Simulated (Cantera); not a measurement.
Charge: 1 mol Pb, 0.13 mol O2, 2.6 mol H2, held at 1098 K and 0.100 bar.

Cantera equilibrium calculation (NASA polynomials, part measured and part estimated; ideal gas, pure solids and liquids). Candidate condensed phases: H2O, Pb, PbO, PbO2, Pb3O4; 12 gas species. Kinetics and transport are ignored.

**Question.** What is the equilibrium state?

**Answer.** 
```
Property                               Result
----------------------------------  ---------
x(H2)                                   0.899
x(H2O)                                 0.0999
x(Pb)                                 0.00117
n(Pb(l))                            0.997 mol
gas amount                          2.603 mol
log10 activity of PbO2(s) (absent)     -16.88
```
